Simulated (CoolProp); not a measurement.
Vapour-liquid equilibrium of n-heptane (1) + toluene (2) at 10.9 kPa; x and y are mole fractions of (1).

The numbers come from the multi-fluid Helmholtz-energy mixture model, Span 2003 and Lemmon 2006; pair parameters Bell 2016 in CoolProp.

```csv
x,"bubble temperature, mixture model (°C)","bubble temperature, Raoult's law (°C)","y, mixture model","y, Raoult's law"
0.05,45.7,46.6,___,0.075
0.125,44.0,45.7,0.233,0.181
0.2,___,44.8,___,0.279
0.275,41.6,44.0,___,0.370
0.35,40.8,43.2,0.480,0.455
0.425,___,42.4,0.542,0.535
0.5,39.5,41.7,0.601,0.609
0.575,___,41.0,0.658,0.678
0.65,38.6,40.3,0.715,0.744
0.725,38.2,39.6,0.772,0.805
0.8,37.9,38.9,0.831,0.862
0.875,___,38.3,___,0.916
0.95,37.4,37.7,0.956,0.968
```

What belongs in the gaps?


- 0.05, y, mixture model: 0.107
- 0.2, bubble temperature, mixture model (°C): 42.7
- 0.2, y, mixture model: 0.330
- 0.275, y, mixture model: 0.410
- 0.425, bubble temperature, mixture model (°C): 40.1
- 0.575, bubble temperature, mixture model (°C): 39.0
- 0.875, bubble temperature, mixture model (°C): 37.6
- 0.875, y, mixture model: 0.892

The largest gap from Raoult's law is -2.4 K in bubble temperature, at x = 0.35. No azeotrope shows between x = 0.05 and 0.95.

The pair parameters rest on a limited set of measurements; away from them the model extrapolates.
